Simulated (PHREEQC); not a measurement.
PHREEQC input (Pitzer model, pitzer.dat):

```
SOLUTION 1
  temp 25
  units mol/kgw
  pH 7 charge
  C(4) 0.59
  K 1.52
  S(6) 0.17
END
USE solution 1
INCREMENTAL_REACTIONS false
REACTION 1
  H2O -1
  0 9.886 18.011 24.689 30.178 34.689 38.397 41.444
  43.949 46.007 47.699 49.089 moles
EQUILIBRIUM_PHASES 1
  Arcanite 0 0
  Kalicinite 0 0
  Misenite 0 0
SELECTED_OUTPUT 1
  -reset false
  -pH true
  -pe true
  -ionic_strength true
  -water true
  -activities H2O
  -totals C K S
  -molalities H+ K+ CO3-2 SO4-2 OH- HCO3- CO2 HSO4-
  -equilibrium_phases Arcanite Kalicinite Misenite
PRINT
  -reset false
END
```

Selected output (columns that matter, 12 of 12 rows; water left (kg) added in front):

```
water left (kg)	pH	mu	C	K	S	m_H+	m_K+	m_CO3-2	m_SO4-2	m_OH-	la_H2O	Arcanite
1	11.721	2.274	0.59	1.52	0.17	6.2087e-12	1.52	0.58404	0.17	0.0059557	-0.013771	0
0.821908	11.781	2.7677	0.71784	1.8494	0.20684	5.738e-12	1.8494	0.71153	0.20684	0.0063074	-0.01687	0
0.67554	11.851	3.3684	0.87338	2.2501	0.25165	5.14e-12	2.2501	0.86671	0.25165	0.0066648	-0.02081	0
0.55524	11.923	3.8111	1.0626	2.5455	0.21013	4.7316e-12	2.5455	1.0556	0.21013	0.0070507	-0.024194	0.053329
0.45636	12.007	4.38	1.2928	2.925	0.16964	4.3004e-12	2.925	1.2854	0.16964	0.0074095	-0.028739	0.092584
0.375098	12.103	5.1071	1.5729	3.4099	0.13203	3.8263e-12	3.4099	1.5652	0.13203	0.0077319	-0.034903	0.12048
0.308302	12.218	6.0281	1.9137	4.0241	0.098339	3.2994e-12	4.0241	1.9057	0.098339	0.0080084	-0.043324	0.13968
0.253415	12.354	7.1847	2.3282	4.7953	0.069439	2.7238e-12	4.7953	2.32	0.069439	0.0082288	-0.054912	0.1524
0.208291	12.518	8.6272	2.8326	5.757	0.045933	2.1212e-12	5.757	2.8242	0.045933	0.0083809	-0.070974	0.16043
0.171219	12.714	10.413	3.4459	6.9479	0.028077	1.5321e-12	6.9479	3.4374	0.028077	0.00845	-0.093349	0.16519
0.140741	12.949	12.615	4.1921	8.4154	0.015598	1.0058e-12	8.4154	4.1837	0.015598	0.0084186	-0.12465	0.1678
0.115703	13.227	15.313	5.0993	10.214	0.0077321	5.8668e-13	10.214	5.091	0.0077321	0.0082671	-0.16847	0.16911
```

Complexes and solids missing from the database can't appear.
